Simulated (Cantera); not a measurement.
An isothermal, constant-pressure homogeneous reactor starts with H2 : O2 : N2 = 1.1 : 1 : 2 (molar parts), at 1325 K and 0.138 atm.

Detailed kinetics in Cantera: the H2/O2 subset of GRI-Mech 3.0, which has no nitrogen chemistry. The temperature is held fixed by assumption; the heat of reaction is taken as removed at once.

One state of this run: x H2 = 1.50e-6; x O2 = 0.127; x HO2 = 5.53e-8; x H = 2.51e-8; x OH = 7.82e-5; x H2O2 = 1.08e-8. x: mole fraction; the columns are a selection and need not sum to one.

Task: Which value of t (s) does it belong to?
A. 2.26
B. 15.3
C. 0.128
D. 0.0490

Result: C, 0.128
